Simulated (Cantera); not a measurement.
Feed: 1 mol SiH2Cl2, 0.013 mol C3H8, 59 mol H2, 0.013 mol C2H2, held at 13.0 mbar.

These are equilibrium values from Cantera (NASA tables, ideal gas, pure condensed phases), not measurements of a reactor. Candidate condensed phases: C, C6H6, C7H8, C8H18, Si, SiC; 109 gas species. Mutual solubility and eutectic melting of coexisting phases are not modelled. The tables' values for SiCl3, SiCl are old estimates; treat these amounts as uncertain. Rates play no part.

x: gas mole fraction; n: condensed amount in mol.

```json
[
 {"T (K)": "1048", "x H2": "0.976", "x HCl": "0.0195", "x SiCl2": "[?]", "x SiCl4": "0.00197", "x SiHCl3": "0.00101", "x H": "6.70e-8", "x SiCl3": "0.000280", "n Si(s)": "0.689", "n SiC(s)": "0.0650"},
 {"T (K)": "1123", "x H2": "0.972", "x HCl": "0.0253", "x SiCl2": "[?]", "x SiCl4": "0.000646", "x SiHCl3": "0.000426", "x H": "3.68e-7", "x SiCl3": "0.000269", "n Si(s)": "0.766", "n SiC(s)": "0.0650"},
 {"T (K)": "1198", "x H2": "0.970", "x HCl": "0.0276", "x SiCl2": "[?]", "x SiCl4": "0.000140", "x SiHCl3": "0.000133", "x H": "1.64e-6", "x SiCl3": "0.000171", "n Si(s)": "0.794", "n SiC(s)": "0.0650"},
 {"T (K)": "1273", "x H2": "0.970", "x HCl": "0.0280", "x SiCl2": "[?]", "x SiCl4": "2.87e-5", "x SiHCl3": "3.97e-5", "x H": "6.16e-6", "x SiCl3": "9.58e-5", "n Si(s)": "0.797", "n SiC(s)": "0.0650"},
 {"T (K)": "1348", "x H2": "0.970", "x HCl": "0.0280", "x SiCl2": "0.00227", "x SiCl4": "6.60e-6", "x SiHCl3": "1.30e-5", "x H": "2.00e-5", "x SiCl3": "5.46e-5", "n Si(s)": "0.792", "n SiC(s)": "0.0650"},
 {"T (K)": "1423", "x H2": "0.970", "x HCl": "0.0278", "x SiCl2": "0.00240", "x SiCl4": "1.74e-6", "x SiHCl3": "4.72e-6", "x H": "5.74e-5", "x SiCl3": "3.26e-5", "n Si(s)": "0.786", "n SiC(s)": "0.0650"},
 {"T (K)": "1498", "x H2": "0.970", "x HCl": "0.0276", "x SiCl2": "0.00252", "x SiCl4": "5.25e-7", "x SiHCl3": "1.89e-6", "x H": "0.000148", "x SiCl3": "2.04e-5", "n Si(s)": "0.779", "n SiC(s)": "0.0650"},
 {"T (K)": "1573", "x H2": "0.970", "x HCl": "0.0274", "x SiCl2": "0.00263", "x SiCl4": "1.77e-7", "x SiHCl3": "8.29e-7", "x H": "0.000351", "x SiCl3": "1.33e-5", "n Si(s)": "0.773", "n SiC(s)": "0.0650"},
 {"T (K)": "1648", "x H2": "0.969", "x HCl": "0.0272", "x SiCl2": "0.00272", "x SiCl4": "6.58e-8", "x SiHCl3": "3.91e-7", "x H": "0.000769", "x SiCl3": "9.01e-6", "n Si(s)": "0.765", "n SiC(s)": "0.0650"}
]
```

Question: What belongs in the gaps?

Answer: 
- 1048, x SiCl2: 0.000729
- 1123, x SiCl2: 0.00139
- 1198, x SiCl2: 0.00184
- 1273, x SiCl2: 0.00210
